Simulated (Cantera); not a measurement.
What does this Cantera script print?

```python
import numpy as np
import cantera as ct

gas_names = """
    CL CL2 H HCL H2 N NH NH2 NH3 N2 N2H2 N2H4 Si SiCL SiCL2 SiCL3 SiCL4 SiH SiHCL3 SiH2 SiH2CL2 SiH3
    SiH3CL SiH4 SiN Si2 Si2N Si3
""".split()
cond_names = """
    NH4CL(a) NH4CL(b) Si(cr) Si(L) Si3N4(a)
""".split()


# ... load() reads the species with a 1 bar reference pressure and builds the phases ...
atoms = {
    'Si': {'Si': 1},
    'HCl': {'H': 1, 'CL': 1},
    'N2': {'N': 2},
}
top_T = {'Si3N4(a)': 2400}  # K; cautious upper limits of use, not melting points


# ... equilibrate(T, P, feed) seeds the gas with the atoms and calls Mixture.equilibrate('TP', solver="vcs", rtol=1e-11, max_steps=5000) ...
results = []
feed = {'Si': 1, 'HCl': 0.05, 'N2': 0.85}  # mol
P = 101325  # Pa
for T in [1123, 1173, 1223, 1273, 1323, 1373, 1423, 1473, 1523, 1573]:
    mix = equilibrate(T, P, feed)
    results.append((T, P, feed, dict(zip(mix.species_names, mix.species_moles))))
    x = sorted(zip(gas.X, gas.species_names), reverse=True)
    print(f"T = {T:g} K  P = {P:g} Pa  gas = {mix.phase_moles(0):.4g} mol")
    print("   x: " + "  ".join(f"{s} {v:.3e}" for v, s in x if v > 1e-05))
    print("   condensed (mol): " + ("  ".join(f"{mix.phase(i).name} {mix.phase_moles(i):.4g}"
          for i in range(1, mix.n_phases) if mix.phase_moles(i) > 1e-12) or "none"))
```

Output:

```
T = 1123 K  P = 101325 Pa  gas = 0.2315 mol
   x: N2 8.075e-01  HCL 1.224e-01  H2 4.671e-02  SiCL4 2.324e-02  SiHCL3 1.521e-04  SiCL3 4.960e-05
   condensed (mol): Si3N4(a) 0.3315
T = 1173 K  P = 101325 Pa  gas = 0.2316 mol
   x: N2 8.069e-01  HCL 1.246e-01  H2 4.558e-02  SiCL4 2.261e-02  SiHCL3 1.928e-04  SiCL3 1.035e-04
   condensed (mol): Si3N4(a) 0.3316
T = 1223 K  P = 101325 Pa  gas = 0.2316 mol
   x: N2 8.065e-01  HCL 1.265e-01  H2 4.456e-02  SiCL4 2.200e-02  SiHCL3 2.393e-04  SiCL3 2.026e-04  SiCL2 1.487e-05
   condensed (mol): Si3N4(a) 0.3316
T = 1273 K  P = 101325 Pa  gas = 0.2317 mol
   x: N2 8.060e-01  HCL 1.282e-01  H2 4.366e-02  SiCL4 2.138e-02  SiCL3 3.749e-04  SiHCL3 2.911e-04  SiCL2 4.308e-05
   condensed (mol): Si3N4(a) 0.3316
T = 1323 K  P = 101325 Pa  gas = 0.2317 mol
   x: N2 8.056e-01  HCL 1.296e-01  H2 4.288e-02  SiCL4 2.072e-02  SiCL3 6.588e-04  SiHCL3 3.476e-04  SiCL2 1.146e-04
   condensed (mol): Si3N4(a) 0.3316
T = 1373 K  P = 101325 Pa  gas = 0.2318 mol
   x: N2 8.052e-01  HCL 1.308e-01  H2 4.223e-02  SiCL4 1.994e-02  SiCL3 1.103e-03  SiHCL3 4.073e-04  SiCL2 2.820e-04
   condensed (mol): Si3N4(a) 0.3317
T = 1423 K  P = 101325 Pa  gas = 0.232 mol
   x: N2 8.048e-01  HCL 1.316e-01  H2 4.173e-02  SiCL4 1.899e-02  SiCL3 1.760e-03  SiCL2 6.458e-04  SiHCL3 4.675e-04
   condensed (mol): Si3N4(a) 0.3316
T = 1473 K  P = 101325 Pa  gas = 0.2322 mol
   x: N2 8.043e-01  HCL 1.319e-01  H2 4.144e-02  SiCL4 1.776e-02  SiCL3 2.677e-03  SiCL2 1.381e-03  SiHCL3 5.242e-04
   condensed (mol): Si3N4(a) 0.3316
T = 1523 K  P = 101325 Pa  gas = 0.2326 mol
   x: N2 8.037e-01  HCL 1.315e-01  H2 4.143e-02  SiCL4 1.615e-02  SiCL3 3.862e-03  SiCL2 2.758e-03  SiHCL3 5.711e-04  CL 1.190e-05
   condensed (mol): Si3N4(a) 0.3315
T = 1573 K  P = 101325 Pa  gas = 0.2332 mol
   x: N2 8.029e-01  HCL 1.302e-01  H2 4.180e-02  SiCL4 1.409e-02  SiCL3 5.247e-03  SiCL2 5.139e-03  SiHCL3 5.997e-04  CL 2.045e-05
   condensed (mol): Si3N4(a) 0.3314
```

These are equilibrium values from Cantera (NASA tables, ideal gas, pure condensed phases), not measurements of a reactor. N2 is the only nitrogen source here; it is nearly inert below about 1500 K, so the nitride shown seldom forms there in practice. The tables' values for SiCl3 are old estimates; treat these amounts as uncertain.
